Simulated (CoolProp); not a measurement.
The fluoroketone C6F12O (FK-5-1-12) along the isobar 1.96 MPa: Z from the reference equation and from simpler models built on Tc = 441.8 K, pc = 1.869 MPa, ω = 0.471; each cubic takes its own stable root.

Model: reference Helmholtz-energy equation of state, McLinden 2015, in CoolProp.

```
T (K)          phase  reference
-----  -------------  ---------
338.6         liquid     0.1480
350.1         liquid     0.1470
361.6         liquid     0.1465
373.2         liquid     0.1466
384.7         liquid     0.1474
396.2         liquid     0.1491
407.8         liquid     0.1522
419.3         liquid     0.1575
430.8         liquid     0.1675
442.3  supercritical     0.2029
453.9  supercritical     0.5239
465.4  supercritical     0.6116
476.9  supercritical     0.6690
488.5  supercritical     0.7127
500    supercritical     0.7473
```

### Question
How far does each simpler model (Redlich-Kwong, Soave-Redlich-Kwong, Peng-Robinson) lie from the reference over these 15 states: mean and median of the absolute difference, and the worst?

### Answer
- Redlich-Kwong: mean 16.2 %, median 18.5 %, worst +29.8 % at 442.3 K and 1.96 MPa
- Soave-Redlich-Kwong: mean 11.0 %, median 10.2 %, worst +30.8 % at 442.3 K and 1.96 MPa
- Peng-Robinson: mean 3.8 %, median 2.0 %, worst +19.3 % at 442.3 K and 1.96 MPa
